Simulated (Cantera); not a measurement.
What does this Cantera script print?

```python
import numpy as np
import cantera as ct

gas = ct.Solution("gri30.yaml")
gas.TPX = 1625, 101325, {'C2H4': 1, 'H2': 3.7}
inlet = ct.Reservoir(gas, clone=True)

reactor = ct.IdealGasConstPressureReactor(gas, energy="off", clone=False)
exhaust = ct.Reservoir(gas, clone=True)
tau = [2.7, 1.3, 0.63, 0.3, 0.15, 0.072, 0.035, 0.017, 0.0082, 0.004, 0.0019][0]
for a, b in ((inlet, reactor), (reactor, exhaust)):
    ct.MassFlowController(a, b, mdot=lambda t: reactor.mass / tau)
net = ct.ReactorNet([reactor])
show = ['C2H4', 'H2', 'C2H', 'CH2', 'CH4', 'C2H6', 'H']

rows = []
print(f"{'tau/s':>10s}{'T/K':>9s}" + "".join(f"{s:>11s}" for s in show))
for tau in [2.7, 1.3, 0.63, 0.3, 0.15, 0.072, 0.035, 0.017, 0.0082, 0.004, 0.0019]:
    net.initial_time = 0.0
    net.advance(30 * tau)
    before = gas.X
    net.advance(40 * tau)
    drift = np.max(np.abs(gas.X - before) / (gas.X + 1e-9))
    rows.append([gas.T, *gas[show].X, drift])
    print(f"{tau:10.3e}{gas.T:9.1f}" + "".join(f"{x:11.3e}" for x in gas[show].X))
```

Output:

```
     tau/s      T/K       C2H4         H2        C2H        CH2        CH4       C2H6          H
 2.700e+00   1625.0  1.041e-02  7.808e-01  4.533e-08  7.854e-09  6.194e-02  2.802e-05  6.293e-05
 1.300e+00   1625.0  1.059e-02  7.828e-01  4.595e-08  7.625e-09  5.894e-02  2.715e-05  6.358e-05
 6.300e-01   1625.0  1.094e-02  7.863e-01  4.710e-08  7.208e-09  5.361e-02  2.577e-05  6.484e-05
 3.000e-01   1625.0  1.160e-02  7.920e-01  4.918e-08  6.508e-09  4.499e-02  2.403e-05  6.717e-05
 1.500e-01   1625.0  1.264e-02  7.987e-01  5.205e-08  5.629e-09  3.479e-02  2.298e-05  7.055e-05
 7.200e-02   1625.0  1.447e-02  8.055e-01  5.562e-08  4.646e-09  2.431e-02  2.380e-05  7.510e-05
 3.500e-02   1625.0  1.763e-02  8.102e-01  5.846e-08  3.863e-09  1.649e-02  2.770e-05  7.943e-05
 1.700e-02   1625.0  2.348e-02  8.126e-01  5.919e-08  3.425e-09  1.142e-02  3.626e-05  8.234e-05
 8.200e-03   1625.0  3.459e-02  8.128e-01  5.659e-08  3.444e-09  8.268e-03  5.273e-05  8.320e-05
 4.000e-03   1625.0  5.393e-02  8.108e-01  5.013e-08  3.998e-09  6.184e-03  8.047e-05  8.225e-05
 1.900e-03   1625.0  8.504e-02  8.065e-01  3.931e-08  5.112e-09  4.404e-03  1.218e-04  7.968e-05
```

Detailed kinetics in Cantera: GRI-Mech 3.0 (53 species, 325 reactions). GRI-Mech 3.0 was tuned for natural gas; its chemistry of ethylene as a main component is partial and can be far from experiment. GRI-Mech 3.0 stops at C3 and has no aromatics, soot or wall deposition, so with more carbon than oxygen in the feed, carbon stays in small species such as C2H2 where larger ones or solid carbon would form.
